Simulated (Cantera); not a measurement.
Source: NASA polynomial tables (part measured, part estimated), evaluated in Cantera. Values are per mole of reaction as written; species without (g) are pure solids or liquids, kept so even where they would boil at 1 bar. ZrN: taken at fixed stoichiometry.

Problem. Between 300 and 2450 K, where is each reaction favourable under standard conditions?
- 2 O₂(g) + 2 ZrN ⇌ 2 ZrO₂ + N₂(g)

Solution. 
- 2 O₂(g) + 2 ZrN ⇌ 2 ZrO₂ + N₂(g): ΔG° is -1406 kJ at 300 K and -1012 kJ at 2450 K; it stays negative (K > 1). ΔH° is -1453 kJ and ΔS° -180 J/K at 2450 K.
